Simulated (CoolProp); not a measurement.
Properties of cyclopentane at several states.

Computed with CoolProp (reference Helmholtz-energy equation of state, Gedanitz 2015).

```csv
T (K),p (bar),phase,cp (kJ/(kg K)),Joule-Thomson coefficient (K/MPa)
328.1,0.239,gas,…,29.64
249,2.76,liquid,1.599,…
303.7,199,liquid,1.799,…
200,4.83,liquid,1.458,…
247.3,10,liquid,…,…
```

What belongs in the gaps?


- 328.1, cp (kJ/(kg K)): 1.343
- 249, Joule-Thomson coefficient (K/MPa): -0.5636
- 303.7, Joule-Thomson coefficient (K/MPa): -0.4794
- 200, Joule-Thomson coefficient (K/MPa): -0.6490
- 247.3, cp (kJ/(kg K)): 1.592
- 247.3, Joule-Thomson coefficient (K/MPa): -0.5681
